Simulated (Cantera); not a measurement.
A perfectly stirred reactor is fed with C2H6 : H2 = 1 : 47 (molar parts), at 13300 Pa; it is held at 1500 K, and followed from long to short residence time.

Detailed kinetics in Cantera: GRI-Mech 3.0 (53 species, 325 reactions). GRI-Mech 3.0 stops at C3 and has no aromatics, soot or wall deposition, so with more carbon than oxygen in the feed, carbon stays in small species such as C2H2 where larger ones or solid carbon would form.

| quantity | before | after |
|---|---|---|
| x(C2H6) at τ = 1.30 s | 1.48e-5 | 7.56e-6 |
| x(H2) at τ = 1.30 s | 0.973 | 0.986 |
| x(C2H) at τ = 1.30 s | 2.41e-9 | 1.21e-9 |
| x(CH4) at τ = 1.30 s | 0.0133 | 0.00741 |
| x(C2H2) at τ = 1.30 s | 0.0130 | 0.00658 |
| x(C2H6) at τ = 25.0 ms | 0.000277 | 0.000145 |
| x(H2) at τ = 25.0 ms | 0.972 | 0.985 |
| x(C2H) at τ = 25.0 ms | 6.03e-9 | 3.07e-9 |
| x(CH4) at τ = 25.0 ms | 0.0141 | 0.00743 |
| x(C2H2) at τ = 25.0 ms | 0.0106 | 0.00549 |

Task: Which change was made?
(A) temperature 1500 to 1675 K
(B) H2 47 to 92 parts
(C) temperature 1500 to 1825 K
(D) temperature 1500 to 1373 K

Result: B, H2 47 to 92 parts
